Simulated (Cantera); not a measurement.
A closed system holds: 1 mol CH₃F, 0.39 mol Si, 0.69 mol H₂, at 6200 Pa.

Equilibrium computed with Cantera from the NASA thermochemical tables; the gas is ideal and each condensed phase is pure. Candidate condensed phases: C, C₆H₆, C₇H₈, C₈H₁₈, Si, SiC; 113 gas species. Kinetics and transport are ignored.

Over these rows the condensed part is C(graphite) + SiC(s). Partial pressures as log10 of bar:

| T (K) | 1000/T (1/K) | log p HF | log p H₂ | log p SiF₄ |
|---|---|---|---|---|
| 775 | 1.2903 | -6.70 | -1.30 | -2.16 |
| 875 | 1.1429 | -5.83 | -1.27 | -2.19 |
| 975 | 1.0256 | -5.15 | -1.26 | -2.20 |
| 1075 | 0.9302 | -4.59 | -1.26 | -2.20 |
| 1175 | 0.8511 | -4.14 | -1.26 | -2.21 |
| 1275 | 0.7843 | ? | -1.26 | -2.21 |

**Question.** Fit log p(HF) = a + b·(1000/T) to the five rows, give the apparent enthalpy, and predict the row at 1275 K.

**Answer.** Means: 1000/T = 1.0480, log p = -5.282. Sxy = -0.704921, Sxx = 0.1208635, so b = -5.83 and a = -5.282 − (-5.83)×1.0480 = 0.83.
Apparent enthalpy: −19.145 × (-5.83) = 112 kJ/mol. With the condensed phases at unit activity, 1/4 C(graphite) + 1/2 H₂(g) + 1/4 SiF₄(g) = HF(g) + 1/4 SiC(s) links this pressure to the main gases: over the six rows their terms move log p by +0.01 in all, so the slope is close to that reaction's ΔH°. The five rows lie within 0.01 of the line.
Prediction at 1275 K: 0.83 + (-5.83)×0.7843 = -3.74. The computed value is -3.75, 0.01 from the line.
